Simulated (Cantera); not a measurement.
A Cantera script and what it prints.

```python
import numpy as np
import cantera as ct

gas_names = """
    O2 N2O
""".split()
cond_names = """
    ZrN(s) ZrN(L) ZrO2(a) ZrO2(b) ZrO2(L)
""".split()


# ... load() reads the species with a 1 bar reference pressure and builds the phases ...
species = {s.name: s for s in load("nasa_gas.yaml", gas_names) + load("nasa_condensed.yaml", cond_names)}
# Each term lists the table entries of one substance; the one whose range holds T is used.
reactions = {
    '4 ZrN + 5 O2(g) = 4 ZrO2 + 2 N2O(g)':
        [(-4, ['ZrN(s)', 'ZrN(L)']), (-5, ['O2']), (4, ['ZrO2(a)', 'ZrO2(b)', 'ZrO2(L)']), (2, ['N2O'])],
}


def pick(names, T):
    return next(species[n] for n in names if species[n].thermo.min_temp <= T <= species[n].thermo.max_temp)


results = []
for label, terms in reactions.items():
    print(label)
    print("     T/K   dH/kJ  dS/(J/K)   dG/kJ   log10 K")
    for T in [1048, 1123, 1198, 1273, 1348, 1423, 1498, 1573, 1648, 1723]:
        used = [(nu, pick(names, T)) for nu, names in terms]
        dH = sum(nu * s.thermo.h(T) for nu, s in used) / 1e6
        dS = sum(nu * s.thermo.s(T) for nu, s in used) / 1e3
        dG = dH - T * dS / 1e3
        logK = -dG * 1e6 / (ct.gas_constant * T * np.log(10))
        results.append((label, T, dH, dS, dG, logK, [s.name for _, s in used]))
        print(f"{T:8g} {dH:8.1f} {dS:8.1f} {dG:8.1f} {logK:8.2f}")
```

It prints:

```
4 ZrN + 5 O2(g) = 4 ZrO2 + 2 N2O(g)
     T/K   dH/kJ  dS/(J/K)   dG/kJ   log10 K
    1048  -2749.9   -517.2  -2207.9   110.04
    1123  -2747.7   -515.2  -2169.2   100.89
    1198  -2745.5   -513.3  -2130.6    92.90
    1273  -2743.3   -511.5  -2092.2    85.85
    1348  -2741.1   -509.8  -2053.9    79.59
    1423  -2738.8   -508.2  -2015.7    73.99
    1498  -2713.3   -490.9  -1978.0    68.97
    1573  -2712.8   -490.6  -1941.2    64.46
    1648  -2712.6   -490.4  -1904.4    60.36
    1723  -2712.6   -490.4  -1867.6    56.62
```

Standard-state values (1 bar) from the NASA 1993 polynomials, evaluated with Cantera. ZrN: taken at fixed stoichiometry. Condensed species are held in their standard states even where they would react or evaporate.
